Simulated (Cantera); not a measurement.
A Cantera script and its output.

```python
import numpy as np
import cantera as ct

gas = ct.Solution("gri30.yaml", transport_model="multicomponent")
show = ['H2', 'CH3', 'OH']

rows = []
print(f"{'T/K':>7s}{'rho':>11s}{'cp':>10s}{'mu':>11s}{'lambda':>11s}{'Pr':>7s}" + "".join(f"{'D_' + s:>11s}" for s in show))
for T in [400, 500, 600, 700, 800, 900, 1000, 1100]:
    gas.TPX = T, 13332, {'C2H4': 0.98, 'NH3': 0.68, 'CO2': 0.43}
    Pr = gas.cp_mass * gas.viscosity / gas.thermal_conductivity
    D = [gas.mix_diff_coeffs_mole[gas.species_index(s)] for s in show]
    rows.append([gas.density, gas.cp_mass, gas.viscosity, gas.thermal_conductivity, Pr, *D])
    print(f"{T:7g}{gas.density:11.4e}{gas.cp_mass:10.1f}{gas.viscosity:11.4e}"
          f"{gas.thermal_conductivity:11.4e}{Pr:7.3f}" + "".join(f"{d:11.4e}" for d in D))
print("SI units: kg/m3, J/kg/K, Pa s, W/m/K, m2/s")
```

Result:

```
    T/K        rho        cp         mu     lambda     Pr       D_H2      D_CH3       D_OH
    400 1.1124e-01    1648.7 1.5149e-05 3.4697e-02  0.720 8.5741e-04 2.4263e-04 3.4872e-04
    500 8.8993e-02    1875.5 1.8614e-05 4.8359e-02  0.722 1.2616e-03 3.6531e-04 5.1864e-04
    600 7.4161e-02    2081.3 2.1854e-05 6.2882e-02  0.723 1.7229e-03 5.0676e-04 7.1331e-04
    700 6.3567e-02    2255.8 2.4896e-05 7.7564e-02  0.724 2.2375e-03 6.6549e-04 9.3092e-04
    800 5.5621e-02    2399.9 2.7765e-05 9.2009e-02  0.724 2.8025e-03 8.4036e-04 1.1701e-03
    900 4.9441e-02    2525.5 3.0485e-05 1.0632e-01  0.724 3.4153e-03 1.0305e-03 1.4297e-03
   1000 4.4497e-02    2655.5 3.3074e-05 1.2129e-01  0.724 4.0742e-03 1.2351e-03 1.7089e-03
   1100 4.0451e-02    2758.4 3.5548e-05 1.3548e-01  0.724 4.7772e-03 1.4536e-03 2.0068e-03
SI units: kg/m3, J/kg/K, Pa s, W/m/K, m2/s
```

Model: GRI-Mech 3.0 (53 species, 325 reactions), integrated in Cantera. Polar gases are described roughly by these parameters. The composition is frozen, though it would react at the higher temperatures.
